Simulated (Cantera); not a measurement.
# Catalytic combustion on Pt

An isothermal plug-flow reactor at 750 K and 3750 Torr (inlet), inlet velocity 0.19 m/s, active area per volume 280 1/m; feed 0.496 % H₂, 1.49 % O₂, 98.0 % N₂, equivalence ratio 0.17.

Computed with Cantera and Deutschmann's 1995 Pt surface mechanism with GRI-Mech 3.0 gas chemistry. Catalytic surfaces can have several steady states; this one follows from the mechanism file's or the stated starting coverage. Mass transfer to the wall is taken as infinitely fast.

```csv
z (m),x H₂,x O₂,x H₂O,θ free Pt,θ O*,θ OH*
0.00025,0.000511,0.0127,0.00446,0.0781,0.916,0.00580
0.00048,0.000263,0.0126,0.00471,0.0467,0.949,0.00463
0.00093,0.000117,0.0125,0.00486,0.0313,0.965,0.00385
0.0018,3.69e-5,0.0125,0.00494,0.0247,0.972,0.00345
0.0035,5.38e-6,0.0124,0.00497,0.0224,0.974,0.00330
0.0067,1.68e-7,0.0124,0.00497,0.0221,0.975,0.00328
0.013,1.88e-10,0.0124,0.00498,0.0221,0.975,0.00328
0.025,<1e-12,0.0124,0.00498,0.0221,0.975,0.00328
```
x: gas mole fraction; θ: surface coverage.
